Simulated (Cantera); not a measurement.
A Cantera script and what it prints.

```python
import numpy as np
import cantera as ct

gas_names = """
    Electron C C+ C- CH CH+ CH2 CH3 CH2OH CH3O CH4 CH3OH CO CO+ CO2 CO2+ COOH C2 C2+ C2- C2H CHCO,ketyl
    C2H2,acetylene C2H2,vinylidene CH2CO,ketene C2H3,vinyl CH3CO,acetyl C2H4 C2H4O,ethylen
    CH3CHO,ethanal CH3COOH (HCOOH)2 C2H5 C2H6 CH3OCH3 C2H5OH C2O C3 C3H3,propargyl C3H4,allene
    C3H4,propyne C3H4,cyclo- C3H5,allyl C3H6,propylene C3H6,cyclo- C3H6O C3H7,n-propyl C3H7,i-propyl
    C3H8 C3H8O,1propanol C3H8O,2propanol C3O2 C4 C4H2 C4H4,1,3-cyclo- C4H6,butadiene C4H6,2-butyne
    C4H6,cyclo- C4H8,1-butene C4H8,cis2-buten C4H8,tr2-butene C4H8,isobutene C4H8,cyclo- (CH3COOH)2
    C4H9,n-butyl C4H9,i-butyl C4H9,s-butyl C4H9,t-butyl C4H10,isobutane C4H10,n-butane C5 C5H6,1,3cyclo-
    C5H8,cyclo- C5H10,1-pentene C5H10,cyclo- C5H11,pentyl C5H11,t-pentyl C5H12,n-pentane C5H12,i-pentane
    CH3C(CH3)2CH3 C6H2 C6H5,phenyl C6H5O,phenoxy C6H6 C6H5OH,phenol C6H10,cyclo- C6H12,1-hexene
    C6H12,cyclo- C6H13,n-hexyl C7H7,benzyl C7H8 C7H8O,cresol C7H14,1-heptene C7H15,n-heptyl
    C7H16,n-heptane C8H8,styrene C8H10,ethylbenz C8H16,1-octene C8H17,n-octyl C8H18,isooctane
    C8H18,n-octane C9H19,n-nonyl C10H8,naphthale C10H21,n-decyl C12H9,o-bipheny C12H10,bipheny H H+ H-
    HCO HCO+ HO2 H2 H2+ H2- HCHO,formaldehy HCOOH H2O H2O+ H2O2 H3O+ O O+ O- OH OH+ OH- O2 O2+ O2- O3
""".split()
cond_names = """
    C(gr) C6H6(L) C7H8(L) C8H18(L),n-octa H2O(s) H2O(L)
""".split()


def load(file, names, dense=False):
    # The tables refer to 1 bar. Condensed volumes are neglected.
    table = {s.name: s for s in ct.Species.list_from_file(file)}
    out = []
    for n in names:
        d = dict(table[n].input_data)
        d["thermo"] = dict(d["thermo"], **{"reference-pressure": 1e5})
        if dense:
            d["equation-of-state"] = {"model": "constant-volume", "density": "1e6 g/cm^3"}
        out.append(ct.Species.from_dict(d))
    return out


gas = ct.Solution(thermo="ideal-gas", species=load("nasa_gas.yaml", gas_names))
cond = {s.name: ct.Solution(thermo="fixed-stoichiometry", species=[s], name=s.name)
        for s in load("nasa_condensed.yaml", cond_names, dense=True)}
atoms = {
    'acetone': {'C': 3, 'H': 6, 'O': 1},
    'H2': {'H': 2},
}
top_T = {'C(gr)': 4500}  # K; cautious upper limits of use, not melting points


def equilibrate(T, P, feed):
    n = {}
    for name, mol in feed.items():
        for a, k in atoms[name].items():
            n[a] = n.get(a, 0.0) + k * mol
    gas.TPX = T, P, n
    mass = sum(n.values()) * gas.mean_molecular_weight
    gas.equilibrate("TP")
    valid = [c for c in cond.values() if c.min_temp <= T <= top_T.get(c.name, c.max_temp)]
    mix = ct.Mixture([(gas, mass / gas.mean_molecular_weight)] + [(c, 0.0) for c in valid])
    mix.T, mix.P = T, P
    mix.equilibrate("TP", solver="vcs", rtol=1e-11, max_steps=5000)
    return mix


results = []
feed = {'acetone': 1, 'H2': 26}  # mol
P = 1400000  # Pa
for T in [2000, 2250, 2500, 2750, 3000, 3250, 3500, 3750, 4000, 4250, 4500, 4750, 5000]:
    mix = equilibrate(T, P, feed)
    results.append((T, P, feed, dict(zip(mix.species_names, mix.species_moles))))

top = {s: max(r[3][s] / sum(r[3][g] for g in gas_names) for r in results) for s in gas_names}
cols = sorted((s for s in top if top[s] > 0.0001), key=lambda s: -top[s])[:6]
seen = [c for c in cond_names if any(r[3].get(c, 0) > 1e-12 for r in results)]
print("log10 of partial pressures in bar; condensed amounts in mol")
print(f"{'T/K':>10s}" + "".join(f"{s[:9]:>10s}" for s in cols + seen))
for T, P, feed, n in results:
    ng = sum(n[g] for g in gas_names)
    print(f"{T:10.4g}" + "".join(f"{np.log10(max(n[s] / ng * P / 1e5, 1e-99)):10.3f}" for s in cols)
          + "".join(f"{n.get(c, 0):10.4g}" for c in seen))
```

Result:

```
log10 of partial pressures in bar; condensed amounts in mol
       T/K        H2         H        CO C2H2,acet         C       C2H     C(gr)
      2000     1.128    -2.225    -0.329    -1.986   -10.517    -7.067     1.789
      2250     1.128    -1.565    -0.330    -1.348    -8.439    -5.442     1.708
      2500     1.123    -1.038    -0.332    -0.843    -6.779    -4.148     1.307
      2750     1.110    -0.610    -0.334    -0.440    -5.423    -3.096    0.3281
      3000     1.098    -0.253    -0.339    -0.367    -4.424    -2.482         0
      3250     1.079     0.046    -0.349    -0.382    -3.615    -2.037         0
      3500     1.048     0.295    -0.363    -0.414    -2.924    -1.668         0
      3750     1.000     0.501    -0.384    -0.473    -2.331    -1.372         0
      4000     0.932     0.669    -0.413    -0.578    -1.827    -1.152         0
      4250     0.841     0.801    -0.447    -0.748    -1.405    -1.022         0
      4500     0.726     0.902    -0.486    -1.000    -1.064    -0.992         0
      4750     0.589     0.975    -0.523    -1.342    -0.800    -1.064         0
      5000     0.434     1.025    -0.556    -1.771    -0.609    -1.238         0
```

These are equilibrium values from Cantera (NASA tables, ideal gas, pure condensed phases), not measurements of a reactor. The feed counts by its element totals alone.
